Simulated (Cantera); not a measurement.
Charge: 1 mol SiH4, 33 mol NH3, 4.7 mol N2, held at 1975 K and 6.70 Pa.

Method: chemical equilibrium by Gibbs-energy minimisation in Cantera with the NASA 1993 tables (ideal gas, pure condensed phases). Candidate condensed phases: Si, Si3N4; 18 gas species. The tables' values for SiN are old estimates; treat these amounts as uncertain. Equilibrium is a limit: real reactors are often held back by kinetics, nucleation or transport.

Base state: H2 0.590, N2 0.269, H 0.128, Si 0.0126, SiH 5.71e-5, SiN 1.48e-5 (mole fractions); condensed: gas only.

### Question
What changes in the equilibrium state with this change: pressure from 6.70 Pa to 0.820 bar?

### Answer
```csv
species,before,after
H2,0.590,0.714
N2,0.269,0.285
H,0.128,0.00128
Si,0.0126,2.50e-5
SiH2,1.42e-6,4.16e-5
SiN,1.48e-5,3.34e-6
SiH,5.71e-5,1.38e-5
"Si3N4(s), mol",0,0.331
```
Gases not in the tables: Si2H6 and higher silanes.
